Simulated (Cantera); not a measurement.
Charge: 1 mol B2O3, 2.5 mol H2, 0.28 mol N2, equilibrated at 0.0270 bar.

These are equilibrium values from Cantera (NASA tables, ideal gas, pure condensed phases), not measurements of a reactor. Candidate condensed phases: B, BN, B2O3, B3O3H3, H2O; 39 gas species. N2 is the only nitrogen source here; it is nearly inert below about 1500 K, so the nitride shown seldom forms there in practice. Mutual solubility and eutectic melting of coexisting phases are not modelled. The numbers say what is thermodynamically allowed, not how fast it happens.

Question: Which condensed phases are stable at each of these points (T (K)): 1423, 1473, 1523, 1573, 1623, 1673, 1723?

Answer: 
| T (K) | condensed phases | B condensed (%) |
|---|---|---|
| 1423 | BN(s) + B2O3(l) | 99.5 |
| 1473 | BN(s) + B2O3(l) | 99.1 |
| 1523 | BN(s) + B2O3(l) | 98.4 |
| 1573 | BN(s) + B2O3(l) | 96.9 |
| 1623 | B2O3(l) | 93.9 |
| 1673 | B2O3(l) | 88.1 |
| 1723 | B2O3(l) | 76.8 |

From 1423 K to 1573 K the condensed part is BN(s) + B2O3(l). From 1623 K to 1723 K the condensed part is B2O3(l).
